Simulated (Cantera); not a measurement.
Feed: 1 mol BF3, 5.3 mol O2, 0.3 mol H2, equilibrated at 2002 °C and 0.0900 Torr.

Method: chemical equilibrium by Gibbs-energy minimisation in Cantera with the NASA 1993 tables (ideal gas, pure condensed phases). Candidate condensed phases: B, B2O3, B3O3H3, H2O; 43 gas species. The tables' values for BF2 are old estimates; treat these amounts as uncertain. The numbers say what is thermodynamically allowed, not how fast it happens.

What is the equilibrium state?


```
Quantity                             Value
-------------------------------  ---------
x(O2)                                0.414
x(O)                                 0.252
x(F)                                 0.154
x(BOF)                               0.110
x(HF)                               0.0669
x(BF3)                             0.00176
x(H)                              0.000286
x(OH)                             0.000175
x(BO2)                            0.000148
gas amount                       8.901 mol
log10 activity of B(s) (absent)     -10.96
```
